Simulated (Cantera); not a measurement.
# Premixed flame

A freely propagating, adiabatic, planar premixed flame of 36.2 % H₂, 16.8 % O₂, 47.0 % N₂, equivalence ratio 1.1, unburnt at 450 K and 300000 Pa; mixture-averaged transport, grid criteria slope 0.08 and curve 0.16, no radiation.

Cantera simulation using the H2/O2 subset of GRI-Mech 3.0, which has no nitrogen chemistry; the numbers are that mechanism's predictions, not measurements. The hydrogen kinetics of GRI-Mech 3.0 are dated; newer H2 mechanisms differ, most at raised pressure. Burning velocities carry a grid error of a few per cent, more on coarse grids.

```tsv
z (mm)	T (K)	u (m/s)	x H₂	x O₂	x H₂O₂	x OH	x H₂O	x HO₂
-0.278	450	6.41	0.362	0.168	<1e-8	<1e-8	<1e-8	<1e-8
-0.185	450	6.41	0.362	0.168	<1e-8	<1e-8	<1e-8	<1e-8
-0.139	450	6.41	0.362	0.168	<1e-8	<1e-8	1.38e-8	<1e-8
-0.0926	450	6.41	0.362	0.168	<1e-8	<1e-8	5.02e-7	1.36e-7
-0.0463	470	6.63	0.355	0.169	6.61e-6	1.40e-5	0.000459	0.000184
-0.0232	769	10.4	0.310	0.165	0.000101	0.00150	0.0239	0.000791
0	1313	17.1	0.206	0.125	2.55e-5	0.00448	0.119	0.000306
0.0232	1689	21.7	0.112	0.0627	4.87e-6	0.0126	0.230	0.000131
0.0463	1883	24.0	0.0772	0.0343	2.79e-6	0.0187	0.278	6.34e-5
0.0926	2077	26.2	0.0671	0.0226	1.60e-6	0.0229	0.301	3.39e-5
0.185	2264	28.2	0.0636	0.0177	1.02e-6	0.0239	0.317	2.04e-5
0.371	2434	29.9	0.0582	0.0133	7.58e-7	0.0227	0.335	1.20e-5
0.741	2571	31.3	0.0518	0.00953	6.23e-7	0.0199	0.351	7.30e-6
```
x: mole fraction of selected species; z is measured from the peak of heat release.

```json
{
  "laminar_burning_velocity": "641 cm/s",
  "thermal_thickness": "0.0926 mm",
  "peak x(H₂O₂)": "0.000101",
  "peak x(OH)": "0.0239",
  "peak x(HO₂)": "0.000986",
  "grid_points": "105"
}
```
